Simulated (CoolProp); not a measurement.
Saturation properties of C2F6 (R116) (Tc = 19.9 °C, pc = 3.048 MPa, ω = 0.257).

The numbers come from the reference Helmholtz-energy equation of state, Lemmon 2006 in CoolProp. It is a short technical equation, of lower accuracy than the large ones.

```csv
T (°C),p (MPa),enthalpy of vaporisation (kJ/kg),vapour Z
-79.85,0.09210,117.7,0.9578
-71.65,0.1414,114.1,0.9429
-63.45,0.2091,110.3,0.9248
-55.25,0.2990,106.2,0.9034
-47.05,0.4155,101.7,0.8783
-38.85,0.5631,96.85,0.8492
-30.65,0.7466,91.47,0.8155
-22.45,0.9711,85.44,0.7767
-14.25,1.242,78.56,0.7317
```

It boils at -78.1 °C under 1 atm.
